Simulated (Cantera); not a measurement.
A closed system holds: 1 mol BN, 8.7 mol F2, 11 mol H2, at 825 K and 29.0 mbar.

Cantera equilibrium calculation (NASA polynomials, part measured and part estimated; ideal gas, pure solids and liquids). Candidate condensed phases: B, BN; 31 gas species. Rates play no part.

Problem. What is the equilibrium state?

Solution. 
| Property | Result |
|---|---|
| x(HF) | 0.731 |
| x(H2) | 0.193 |
| x(BF3) | 0.0508 |
| x(N2) | 0.0254 |
| x(H2F2) | 1.29e-6 |
| gas amount | 19.70 mol |
| log10 activity of B(s) (absent) | -17.29 |
